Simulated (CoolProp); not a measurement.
Saturation properties of R11.

Values from CoolProp's reference Helmholtz-energy equation of state, Jacobsen 1992.

```json
[
 {"T (K)": "240.3", "p (kPa)": "(withheld)", "liquid density (kg/m³)": "1606", "liquid cp (kJ/(kg K))": "0.8366", "surface tension (mN/m)": "25.5"},
 {"T (K)": "249.2", "p (kPa)": "12.80", "liquid density (kg/m³)": "(withheld)", "liquid cp (kJ/(kg K))": "0.8422", "surface tension (mN/m)": "24.3"},
 {"T (K)": "258.2", "p (kPa)": "20.26", "liquid density (kg/m³)": "1567", "liquid cp (kJ/(kg K))": "(withheld)", "surface tension (mN/m)": "23.1"},
 {"T (K)": "267.1", "p (kPa)": "(withheld)", "liquid density (kg/m³)": "1548", "liquid cp (kJ/(kg K))": "0.8544", "surface tension (mN/m)": "21.9"},
 {"T (K)": "276", "p (kPa)": "45.36", "liquid density (kg/m³)": "1528", "liquid cp (kJ/(kg K))": "0.8613", "surface tension (mN/m)": "20.7"},
 {"T (K)": "284.9", "p (kPa)": "(withheld)", "liquid density (kg/m³)": "1507", "liquid cp (kJ/(kg K))": "0.8686", "surface tension (mN/m)": "19.5"},
 {"T (K)": "293.8", "p (kPa)": "90.80", "liquid density (kg/m³)": "(withheld)", "liquid cp (kJ/(kg K))": "0.8766", "surface tension (mN/m)": "18.4"},
 {"T (K)": "302.8", "p (kPa)": "124.5", "liquid density (kg/m³)": "1465", "liquid cp (kJ/(kg K))": "0.8854", "surface tension (mN/m)": "17.2"},
 {"T (K)": "311.7", "p (kPa)": "166.6", "liquid density (kg/m³)": "(withheld)", "liquid cp (kJ/(kg K))": "0.8949", "surface tension (mN/m)": "16.1"},
 {"T (K)": "320.6", "p (kPa)": "219.0", "liquid density (kg/m³)": "1421", "liquid cp (kJ/(kg K))": "0.9051", "surface tension (mN/m)": "15.0"},
 {"T (K)": "329.5", "p (kPa)": "283.2", "liquid density (kg/m³)": "1399", "liquid cp (kJ/(kg K))": "0.9162", "surface tension (mN/m)": "13.9"}
]
```

**Question.** Fill in the missing entries.

**Answer.** 
- 240.3, p (kPa): 7.812
- 249.2, liquid density (kg/m³): 1587
- 258.2, liquid cp (kJ/(kg K)): 0.8481
- 267.1, p (kPa): 30.79
- 284.9, p (kPa): 64.99
- 293.8, liquid density (kg/m³): 1487
- 311.7, liquid density (kg/m³): 1444

It boils at 296.9 K under 1 atm.

Surface tension comes from a separate correlation (Mulero 2012).
